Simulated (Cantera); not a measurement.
Charge: 1 mol SiC, 0.12 mol O₂, 320 mol N₂, held at 1650 K and 900 Torr.

Cantera equilibrium calculation (NASA polynomials, part measured and part estimated; ideal gas, pure solids and liquids). Candidate condensed phases: C, Si, SiC, SiO₂, Si₂N₂O, Si₃N₄; 34 gas species. Kinetics and transport are ignored.

Base state: N₂ 0.999, CO 0.000750 (mole fractions); condensed: C(graphite) + Si₃N₄(s).

Problem. What changes in the equilibrium state with this change: temperature from 1650 K to 1473.15 K?

Solution. 
| species | before | after |
|---|---|---|
| N₂ | 0.999 | 1.000 |
| CO | 0.000750 | 4.88e-5 |
| C(graphite), mol | 0.760 | 0.984 |
| Si₃N₄(s), mol | 0.333 | 0.184 |
| Si₂N₂O(s), mol | 0 | 0.224 |
N₂ is the only nitrogen source here; it is nearly inert below about 1500 K, so the nitride shown seldom forms there in practice. Mutual solubility and eutectic melting of coexisting phases are not modelled.
